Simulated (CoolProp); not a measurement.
Fluoroethane (R161) at several states: density (kg/m³) from the reference equation and from simpler models built on Tc = 102.1 °C, pc = 50.10 bar, ω = 0.216; each cubic takes its own stable root.

The numbers come from the reference Helmholtz-energy equation of state, Wu 2012 in CoolProp.

```json
[
 {"T (°C)": "42.55", "p (bar)": "0.48", "phase": "gas", "reference": "0.8842"},
 {"T (°C)": "163.65", "p (bar)": "2.39", "phase": "gas", "reference": "3.196"},
 {"T (°C)": "-81.35", "p (bar)": "18.4", "phase": "liquid", "reference": "878.1"},
 {"T (°C)": "-55.15", "p (bar)": "50", "phase": "liquid", "reference": "846.9"}
]
```

Q: How far does each simpler model (van der Waals, Soave-Redlich-Kwong) lie from the reference over these 4 states: mean and median of the absolute difference, and the worst?

A: 
- van der Waals: mean 21.2 %, median 21.1 %, worst -42.4 % at -81.35 °C and 18.4 bar
- Soave-Redlich-Kwong: mean 6.8 %, median 6.8 %, worst -13.5 % at -55.15 °C and 50 bar
